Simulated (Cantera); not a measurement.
What does this Cantera script print?

```python
import numpy as np
import cantera as ct

gas = ct.Solution("gri30.yaml")
gas.TPX = 623, 100000, {'CH4': 1, 'C2H6': 0.038, 'O2': 1.78, 'N2': 6.68, 'CO2': 0.64}
flame = ct.FreeFlame(gas, width=0.04)
flame.set_refine_criteria(ratio=3, slope=0.08, curve=0.16)
flame.transport_model = "mixture-averaged"
flame.solve(loglevel=0, auto=True)
z, T = flame.grid, flame.T
thick = (T[-1] - T[0]) / np.gradient(T, z).max()
show = ['CH4', 'C2H6', 'O2', 'H2O2', 'CH3', 'O']
print(f"laminar burning velocity  {flame.velocity[0] * 100:.3f} cm/s")
print(f"burnt temperature         {T[-1]:.1f} K")
print(f"thermal thickness         {thick * 1e3:.4f} mm")
print(f"grid points               {len(z)}")
z0 = z[flame.heat_release_rate.argmax()]
print(f"{'z/mm':>9s}{'T/K':>9s}{'u/(m/s)':>9s}" + "".join(f"{s:>11s}" for s in show))
rows = []
for k in (-3, -2, -1.5, -1, -0.5, -0.25, 0, 0.25, 0.5, 1, 2, 4, 8):
    zz = z0 + k * thick
    rows.append([k * thick, np.interp(zz, z, T), np.interp(zz, z, flame.velocity),
                 *(np.interp(zz, z, flame.X[gas.species_index(s)]) for s in show)])
    print(f"{rows[-1][0] * 1e3:9.3f}{rows[-1][1]:9.1f}{rows[-1][2]:9.3f}" + "".join(f"{x:11.3e}" for x in rows[-1][3:]))
```

It prints:

```
laminar burning velocity  89.746 cm/s
burnt temperature         2218.4 K
thermal thickness         0.4161 mm
grid points               148
     z/mm      T/K  u/(m/s)        CH4       C2H6         O2       H2O2        CH3          O
   -1.248    623.3    0.899  9.841e-02  3.742e-03  1.752e-01  2.108e-08  2.539e-08  7.101e-14
   -0.832    626.7    0.907  9.778e-02  3.730e-03  1.745e-01  2.534e-07  2.827e-07  2.423e-11
   -0.624    638.6    0.928  9.642e-02  3.714e-03  1.730e-01  1.093e-06  1.331e-06  7.726e-10
   -0.416    714.1    1.046  9.014e-02  3.652e-03  1.661e-01  5.686e-06  1.465e-05  7.202e-08
   -0.208   1100.5    1.640  6.171e-02  3.209e-03  1.295e-01  1.423e-05  5.016e-04  8.836e-06
   -0.104   1475.8    2.227  3.314e-02  1.742e-03  8.835e-02  6.296e-06  2.342e-03  8.688e-05
    0.000   1816.6    2.768  7.892e-03  1.326e-04  4.357e-02  1.136e-06  2.514e-03  5.074e-04
    0.104   1958.4    2.988  6.224e-04  7.112e-07  1.875e-02  2.639e-07  3.798e-04  1.418e-03
    0.208   1994.2    3.036  2.538e-05  1.079e-09  1.055e-02  1.894e-07  1.861e-05  1.914e-03
    0.416   2027.6    3.075  5.251e-08  8.871e-15  7.004e-03  1.626e-07  4.332e-08  1.821e-03
    0.832   2069.3    3.129  9.108e-12  1.812e-20  5.344e-03  1.277e-07  8.562e-12  1.393e-03
    1.664   2118.0    3.194  4.479e-15  4.577e-27  3.681e-03  9.135e-08  1.582e-14  8.942e-04
    3.329   2163.1    3.252  4.082e-15  8.732e-28  2.127e-03  5.915e-08  1.132e-14  4.785e-04
```

Detailed kinetics in Cantera: GRI-Mech 3.0 (53 species, 325 reactions). Burning velocities carry a grid error of a few per cent, more on coarse grids.
